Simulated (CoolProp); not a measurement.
A closed Brayton cycle with carbon dioxide: compressor inlet 314.15 K and 7.7 MPa, high pressure 24.9 MPa, turbine inlet 710 K, compressor efficiency 0.89, turbine efficiency 0.85, recuperator effectiveness 0.9 (on enthalpy, no pinch check). Each further row changes one setting.

The numbers come from the reference Helmholtz-energy equation of state, Span 1996 in CoolProp.

| case | thermal efficiency (%) | net work (kJ/kg) | compressor to turbine work | compressor exit (K) | turbine exit (K) |
|---|---|---|---|---|---|
| as stated | 28.6 | 66.4 | 0.44 | 404.8 | 588.7 |
| turbine inlet 660 K | 25.8 | 55.8 | 0.49 | 404.8 | 542.9 |
| compressor inlet 324.15 K | 26.5 | 57.6 | 0.52 | 424.6 | 588.7 |
| high pressure 21.2 MPa | 28.4 | 60.9 | 0.42 | 392.1 | 604.9 |
| recuperator effectiveness 0.5 | 21.0 | 66.4 | 0.44 | 404.8 | 588.7 |
